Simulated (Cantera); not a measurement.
An adiabatic, constant-volume homogeneous reactor starts with CH3OH : O2 : N2 : H2O = 1 : 0.682 : 2.56 : 0.28 (molar parts), at 1773 K and 5.00 bar. Integrator tolerance rtol = 1e-08.

Detailed kinetics in Cantera: GRI-Mech 3.0 (53 species, 325 reactions). GRI-Mech 3.0 was tuned for natural gas; its chemistry of methanol as a main component is partial and can be far from experiment.

Problem. What does this change do: pressure from 5.00 bar to 10.0 bar?

Solution. 
| quantity | before | after |
|---|---|---|
| time of steepest temperature rise | 3.61 µs | 2.02 µs |
| temperature at 0.300 s | 2945 K | 2983 K |
| equilibrium temperature | 2945 K | 2983 K |
| x(CH3OH) at 0.300 s | 2.50e-12 (gas-phase equilibrium 2.59e-12) | 9.81e-12 (gas-phase equilibrium 1.02e-11) |
| x(O2) at 0.300 s | 0.000369 (gas-phase equilibrium 0.000369) | 0.000242 (gas-phase equilibrium 0.000242) |
| x(H2O) at 0.300 s | 0.235 (gas-phase equilibrium 0.235) | 0.238 (gas-phase equilibrium 0.238) |
| x(NO2) at 0.300 s | 1.15e-7 (gas-phase equilibrium 1.15e-7) | 1.10e-7 (gas-phase equilibrium 1.10e-7) |
| x(H) at 0.300 s | 0.0151 (gas-phase equilibrium 0.0151) | 0.0120 (gas-phase equilibrium 0.0120) |
| x(NO) at 0.300 s | 0.00139 (gas-phase equilibrium 0.00139) | 0.00118 (gas-phase equilibrium 0.00118) |
| x(HCO) at 0.300 s | 1.82e-6 (gas-phase equilibrium 1.82e-6) | 2.82e-6 (gas-phase equilibrium 2.82e-6) |
